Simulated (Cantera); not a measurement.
Input: 1 mol HMDSO, 3.6 mol N2O, 62 mol N2, held at 13300 Pa.

Method: chemical equilibrium by Gibbs-energy minimisation in Cantera with the NASA 1993 tables (ideal gas, pure condensed phases). Candidate condensed phases: C, C6H6, C7H8, C8H18, H2O, Si, SiC, SiO2, Si2N2O, Si3N4; 151 gas species. The feed counts by its element totals alone. The numbers say what is thermodynamically allowed, not how fast it happens. All values below are at 1400 K.

Base state: N2 0.837, H2 0.116, CO 0.0466, HCN 0.000155 (mole fractions); condensed: C(graphite) + Si2N2O(s).

Q: What changes in the equilibrium state with this change: HMDSO replaced by SiF4?

A: 
```tsv
species	before	after
N2	0.837	0.959
O2	<1e-9	0.0262
SiF4	0	0.0146
H2	0.116	0
CO	0.0466	0
NO	<1e-9	0.000282
HCN	0.000155	0
C(graphite), mol	2.39	0
Si2N2O(s), mol	1.000	0
```

Q: What changes in the equilibrium state with this change: HMDSO replaced by TEOS?

A: 
```tsv
species	before	after
N2	0.837	0.792
H2	0.116	0.122
CO	0.0466	0.0864
HCN	0.000155	0.000154
C(graphite), mol	2.39	0.887
Si2N2O(s), mol	1.000	0.500
```
